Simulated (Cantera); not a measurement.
Input (Python, Cantera):

```python
import numpy as np
import cantera as ct

gas = ct.Solution("gri30.yaml")
gas.TPX = 1450, 2666, {'C2H4': 1, 'H2': 4.1}
reactor = ct.IdealGasConstPressureReactor(gas, energy="off", clone=False)
net = ct.ReactorNet([reactor])
net.rtol, net.atol = 1e-08, 1e-18
show = ['C2H4', 'H2', 'CH3', 'C2H6', 'C2H2', 'C2H', 'CH2']
times = np.geomspace(8e-06, 1, 14)

steps = ct.SolutionArray(gas, extra=["t"])
rows = []
print(f"{'t/s':>10s}{'T/K':>9s}{'P/Pa':>11s}" + "".join(f"{s:>11s}" for s in show))
for t in times:
    while net.time < t:
        t_next = net.step()
        steps.append(gas.state, t=t_next)
    rows.append([np.interp(t, steps.t, y) for y in (steps.T, steps.P, *steps(*show).X.T)])
    print(f"{t:10.3e}{rows[-1][0]:9.1f}{rows[-1][1]:11.4g}" + "".join(f"{x:11.3e}" for x in rows[-1][2:]))
rate = np.gradient(steps.T, steps.t)
print("integrator steps:", len(steps.t))
if steps.T.max() > steps.T[0] + 200:
    print(f"time of steepest temperature rise: {steps.t[rate.argmax()]:.4e} s")
gas.TPX = 1450, 2666, {'C2H4': 1, 'H2': 4.1}
gas.equilibrate("TP")
print(f"equilibrium (TP): T = {gas.T:.1f} K  " + "  ".join(f"{s} {gas[s].X[0]:.3e}" for s in show))
```

Output:

```
       t/s      T/K       P/Pa       C2H4         H2        CH3       C2H6       C2H2        C2H        CH2
 8.000e-06   1450.0       2666  1.961e-01  8.039e-01  1.602e-15  3.592e-12  1.299e-06  1.427e-18  7.614e-16
 1.973e-05   1450.0       2666  1.961e-01  8.039e-01  1.666e-14  1.926e-11  3.205e-06  8.880e-18  4.490e-15
 4.867e-05   1450.0       2666  1.961e-01  8.039e-01  1.599e-13  8.939e-11  7.905e-06  5.560e-17  2.461e-14
 1.200e-04   1450.0       2666  1.961e-01  8.039e-01  1.145e-12  3.391e-10  1.951e-05  3.471e-16  1.153e-13
 2.961e-04   1450.0       2666  1.960e-01  8.039e-01  5.536e-12  1.142e-09  4.816e-05  2.142e-15  4.189e-13
 7.302e-04   1450.0       2666  1.959e-01  8.039e-01  2.236e-11  4.083e-09  1.191e-04  1.316e-14  1.215e-12
 1.801e-03   1450.0       2666  1.957e-01  8.040e-01  9.636e-11  1.701e-08  2.957e-04  8.110e-14  3.188e-12
 4.442e-03   1450.0       2666  1.952e-01  8.041e-01  4.656e-10  8.140e-08  7.415e-04  5.098e-13  8.146e-12
 1.096e-02   1450.0       2666  1.938e-01  8.043e-01  2.402e-09  4.160e-07  1.906e-03  3.442e-12  2.145e-11
 2.702e-02   1450.0       2666  1.898e-01  8.049e-01  1.296e-08  2.162e-06  5.264e-03  2.932e-11  6.506e-11
 6.665e-02   1450.0       2666  1.752e-01  8.073e-01  6.417e-08  9.065e-06  1.741e-02  3.006e-10  1.872e-10
 1.644e-01   1450.0       2666  1.321e-01  8.143e-01  1.302e-07  1.124e-05  5.341e-02  1.304e-09  2.008e-10
 4.054e-01   1450.0       2666  6.322e-02  8.254e-01  2.049e-07  6.079e-06  1.109e-01  3.141e-09  1.136e-10
 1.000e+00   1450.0       2666  8.016e-03  8.343e-01  4.637e-07  1.087e-06  1.570e-01  8.010e-09  3.858e-11
integrator steps: 459
equilibrium (TP): T = 1450.0 K  C2H4 1.655e-03  H2 8.279e-01  CH3 1.526e-05  C2H6 4.677e-07  C2H2 1.586e-01  C2H 1.388e-08  CH2 7.585e-10
```

Detailed kinetics in Cantera: GRI-Mech 3.0 (53 species, 325 reactions). GRI-Mech 3.0 was tuned for natural gas; its chemistry of ethylene as a main component is partial and can be far from experiment. GRI-Mech 3.0 stops at C3 and has no aromatics, soot or wall deposition, so with more carbon than oxygen in the feed, carbon stays in small species such as C2H2 where larger ones or solid carbon would form. Radical loss at walls, strong at low pressure, is not modelled.
